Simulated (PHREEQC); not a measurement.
Solution (25 °C): 0.0019 mol Al2(SO4)3, 0.053 mol ZnCl2 and 0.022 mol H2SO4 per kg of water. Closed to the air; pH follows from the charge balance.

Computed with PHREEQC (ion-association model, wateq4f.dat).

The pH is 1.55, the ionic strength is 0.182 mol/kgw and the total alkalinity is -44.0 meq/kg.

```json
[
 {"species": "Cl-", "molality": "0.102", "activity": "0.0732", "log γ": "-0.143"},
 {"species": "Zn+2", "molality": "0.0411", "activity": "0.0138", "log γ": "-0.473"},
 {"species": "H+", "molality": "0.0351", "activity": "0.0281", "log γ": "-0.096"},
 {"species": "HSO4-", "molality": "0.00891", "activity": "0.00656", "log γ": "-0.133"},
 {"species": "SO4-2", "molality": "0.00792", "activity": "0.00240", "log γ": "-0.519"},
 {"species": "ZnSO4", "molality": "0.00746", "activity": "0.00778", "log γ": "0.018"},
 {"species": "ZnCl+", "molality": "0.00376", "activity": "0.00273", "log γ": "-0.139"},
 {"species": "AlSO4+", "molality": "0.00212", "activity": "0.00156", "log γ": "-0.133"},
 {"species": "Al+3", "molality": "0.00151", "activity": "0.000206", "log γ": "-0.866"},
 {"species": "Zn(SO4)2-2", "molality": "0.000478", "activity": "0.000152", "log γ": "-0.498"},
 {"species": "ZnCl2", "molality": "0.000200", "activity": "0.000209", "log γ": "0.018"},
 {"species": "Al(SO4)2-", "molality": "0.000161", "activity": "0.000118", "log γ": "-0.133"},
 {"species": "ZnCl3-", "molality": "2.36e-5", "activity": "1.72e-5", "log γ": "-0.139"},
 {"species": "AlHSO4+2", "molality": "1.22e-5", "activity": "3.88e-6", "log γ": "-0.498"},
 {"species": "ZnCl4-2", "molality": "2.04e-6", "activity": "6.29e-7", "log γ": "-0.511"}
]
```

No solid was allowed to form.
